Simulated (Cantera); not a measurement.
A freely propagating, adiabatic, planar premixed flame of CH4 : C2H6 : O2 : N2 = 1 : 0.14 : 2.59 : 9.75 (molar parts), equivalence ratio 0.96, unburnt at 700 K and 130000 Pa; mixture-averaged transport, grid criteria slope 0.08 and curve 0.16, no radiation.

Cantera simulation using GRI-Mech 3.0 (53 species, 325 reactions); the numbers are that mechanism's predictions, not measurements. Burning velocities carry a grid error of a few per cent, more on coarse grids.

Problem. How do the results move with these cheaper or finer settings: unity-Lewis-number transport; multicomponent transport; multicomponent+Soret transport; grid criteria slope 0.5, curve 1; grid criteria slope 0.25, curve 0.5; grid criteria slope 0.03, curve 0.06?

Solution. 
| setting | laminar burning velocity | thermal thickness | peak x(H2) | peak x(CH2O) | grid points |
|---|---|---|---|---|---|
| as above | 168 cm/s | 0.242 mm | 0.0221 | 0.00143 | 143 |
| unity-Lewis-number transport | 124 cm/s | 0.268 mm | 0.0214 | 0.00113 | 136 |
| multicomponent transport | 169 cm/s | 0.245 mm | 0.0223 | 0.00143 | 143 |
| multicomponent+Soret transport | 167 cm/s | 0.245 mm | 0.0211 | 0.00144 | 143 |
| grid criteria slope 0.5, curve 1 | 178 cm/s | 0.270 mm | 0.0224 | 0.00143 | 43 |
| grid criteria slope 0.25, curve 0.5 | 174 cm/s | 0.250 mm | 0.0223 | 0.00143 | 59 |
| grid criteria slope 0.03, curve 0.06 | 165 cm/s | 0.239 mm | 0.0219 | 0.00143 | 351 |
The base run took around 5 core-seconds (rough).
Unity Lewis numbers drop preferential diffusion, which matters most where H2 and H carry the flame; Soret adds thermal diffusion.
